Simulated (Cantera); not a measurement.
Charge: 1 mol ZrO2, 71 mol H2, 0.14 mol H2O, held at 2075 K and 1 atm.

These are equilibrium values from Cantera (NASA tables, ideal gas, pure condensed phases), not measurements of a reactor. Candidate condensed phases: H2O, Zr, ZrO2; 12 gas species. The numbers say what is thermodynamically allowed, not how fast it happens.

**Question.** What is the equilibrium state?

**Answer.** 
* **x(H2)**: 0.995
* **x(H)**: 0.00264
* **x(H2O)**: 0.00196
* **n(ZrO2(tetragonal))**: 1.00 mol
* **gas amount**: 71.23 mol
* **log10 activity of Zr(β) (absent)**: -5.99
